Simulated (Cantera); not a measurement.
Cantera run:

```python
import numpy as np
import cantera as ct

gas_names = """
    H2O H
""".split()
cond_names = """
    V(cr) V(L) V2O4(I) V2O4(II) V2O4(L)
""".split()


# ... load() reads the species with a 1 bar reference pressure and builds the phases ...
species = {s.name: s for s in load("nasa_gas.yaml", gas_names) + load("nasa_condensed.yaml", cond_names)}
# Each term lists the table entries of one substance; the one whose range holds T is used.
reactions = {
    '2 V + 4 H2O(g) = V2O4 + 8 H(g)':
        [(-2, ['V(cr)', 'V(L)']), (-4, ['H2O']), (1, ['V2O4(I)', 'V2O4(II)', 'V2O4(L)']), (8, ['H'])],
}


def pick(names, T):
    return next(species[n] for n in names if species[n].thermo.min_temp <= T <= species[n].thermo.max_temp)


results = []
for label, terms in reactions.items():
    print(label)
    print("     T/K   dH/kJ  dS/(J/K)   dG/kJ   log10 K")
    for T in [825, 875, 925, 975, 1025]:
        used = [(nu, pick(names, T)) for nu, names in terms]
        dH = sum(nu * s.thermo.h(T) for nu, s in used) / 1e6
        dS = sum(nu * s.thermo.s(T) for nu, s in used) / 1e3
        dG = dH - T * dS / 1e3
        logK = -dG * 1e6 / (ct.gas_constant * T * np.log(10))
        results.append((label, T, dH, dS, dG, logK, [s.name for _, s in used]))
        print(f"{T:8g} {dH:8.1f} {dS:8.1f} {dG:8.1f} {logK:8.2f}")
```

Output:

```
2 V + 4 H2O(g) = V2O4 + 8 H(g)
     T/K   dH/kJ  dS/(J/K)   dG/kJ   log10 K
     825   1351.9    347.6   1065.2   -67.44
     875   1357.3    353.9   1047.7   -62.54
     925   1362.6    359.7   1029.8   -58.15
     975   1367.7    365.2   1011.7   -54.20
    1025   1372.8    370.3    993.3   -50.62
```

Cantera with NASA thermochemical tables; ideal gases at 1 bar, condensed phases pure. Condensed species are held in their standard states even where they would react or evaporate.
